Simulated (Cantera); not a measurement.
A perfectly stirred reactor is fed with CH₄ : C₂H₆ : O₂ : N₂ = 1 : 0.032 : 4.91 : 18.5 (molar parts), equivalence ratio 0.43, at 0.490 bar; it is adiabatic with a 325 K inlet, and is followed from long to short residence time, starting on the burning branch (τ in s: 0.29, 0.13, 0.056, 0.025, 0.011, 0.0048, 0.0021, 0.00092, 0.00041, 0.00018, 7.9e-05).

Detailed kinetics in Cantera: GRI-Mech 3.0 (53 species, 325 reactions).

**Question.** Predict: blow-out, bracketed by the residence times tried; x(CH₄) at τ = 0.290 s; x(C₂H₆) at τ = 0.290 s; x(O₂) at τ = 0.290 s; x(CH₂) at τ = 0.290 s; x(CO) at τ = 0.290 s; x(CH₄) at τ = 4.80 ms; x(C₂H₆) at τ = 4.80 ms; x(O₂) at τ = 4.80 ms; x(CH₂) at τ = 4.80 ms; x(CO) at τ = 4.80 ms.

**Answer.** 
```
Quantity                                                                       Value
------------------------------------------------  ----------------------------------
blow-out, bracketed by the residence times tried  burning at 4.80 ms, out at 2.10 ms
x(CH₄) at τ = 0.290 s                                                        3.09e-5
x(C₂H₆) at τ = 0.290 s                                                       2.66e-7
x(O₂) at τ = 0.290 s                                                           0.115
x(CH₂) at τ = 0.290 s                                                        1.20e-8
x(CO) at τ = 0.290 s                                                        0.000348
x(CH₄) at τ = 4.80 ms                                                       0.000846
x(C₂H₆) at τ = 4.80 ms                                                       7.02e-6
x(O₂) at τ = 4.80 ms                                                           0.120
x(CH₂) at τ = 4.80 ms                                                        3.24e-7
x(CO) at τ = 4.80 ms                                                         0.00858
```
